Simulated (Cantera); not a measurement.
Input: 1 mol SiHCl3, 0.55 mol C2H2, 1700 mol H2, held at 150 Torr.

Cantera equilibrium calculation (NASA polynomials, part measured and part estimated; ideal gas, pure solids and liquids). Candidate condensed phases: C, C6H6, C7H8, C8H18, Si, SiC; 109 gas species. Gases not in the tables: Si2H6 and higher silanes. Kinetics and transport are ignored.

x: gas mole fraction; n: condensed amount in mol.

```
T (K)   x H2      x H    x HCl      x Si  x C2H2 (acetylene)      x Cl     x SiH  n SiC(s)
-----  -----  -------  -------  --------  ------------------  --------  --------  --------
1125   0.998  9.93e-8  0.00176    <1e-12            2.50e-12  1.55e-10    <1e-12     0.998
1325   0.998  3.65e-6  0.00176  3.57e-11             1.68e-9   5.40e-9  1.16e-10     0.999
1525   0.998        …  0.00176         …                   …         …         …     0.999
1725   0.998        …  0.00176         …                   …         …         …     0.996
1925   0.996  0.00213  0.00175   1.37e-5             3.09e-5   2.83e-6   4.99e-6     0.946
2125   0.990  0.00808  0.00174  0.000220            0.000185   1.04e-5   5.03e-5     0.402
2325   0.973   0.0243  0.00171  0.000452            0.000304   3.06e-5   7.00e-5         0
2525   0.937   0.0607  0.00163  0.000490            0.000302   7.45e-5   5.40e-5         0
```

Q: Some entries are withheld; supply them.

A: 
- 1525, x H: 5.28e-5
- 1525, x Si: 5.83e-9
- 1525, x C2H2 (acetylene): 2.04e-7
- 1525, x Cl: 7.48e-8
- 1525, x SiH: 7.55e-9
- 1725, x H: 0.000415
- 1725, x Si: 3.44e-7
- 1725, x C2H2 (acetylene): 5.67e-6
- 1725, x Cl: 5.67e-7
- 1725, x SiH: 2.20e-7
